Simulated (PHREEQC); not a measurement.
Make-up at 90 °C: 0.35 mol NaOH, 0.0012 mol NaAlO2 and 0.014 mol Na2CO3 per kg of water. Closed to the air; pH follows from the charge balance.

Equilibrium calculation in PHREEQC: ion-association model, wateq4f.dat.

```json
{
 "pH": "11.77",
 "ionic_strength": "0.366 mol/kgw",
 "activity_of_water": "0.988",
 "total_alkalinity": "383 meq/kg"
}
```

```json
[
 {"species": "Na+", "molality": "0.366", "activity": "0.249", "log γ": "-0.167"},
 {"species": "OH-", "molality": "0.350", "activity": "0.218", "log γ": "-0.206"},
 {"species": "NaCO3-", "molality": "0.0134", "activity": "0.00909", "log γ": "-0.168"},
 {"species": "Al(OH)4-", "molality": "0.00120", "activity": "0.000786", "log γ": "-0.184"},
 {"species": "CO3-2", "molality": "0.000622", "activity": "0.000133", "log γ": "-0.671"},
 {"species": "O2", "molality": "4.49e-6", "activity": "4.89e-6", "log γ": "0.037"},
 {"species": "HCO3-", "molality": "4.49e-6", "activity": "3.05e-6", "log γ": "-0.168"},
 {"species": "NaHCO3", "molality": "3.93e-7", "activity": "4.27e-7", "log γ": "0.037"}
]
```

Precipitation was switched off in this run. At this temperature some constants are extrapolated from 25 °C, and those without enthalpy data are left unchanged.
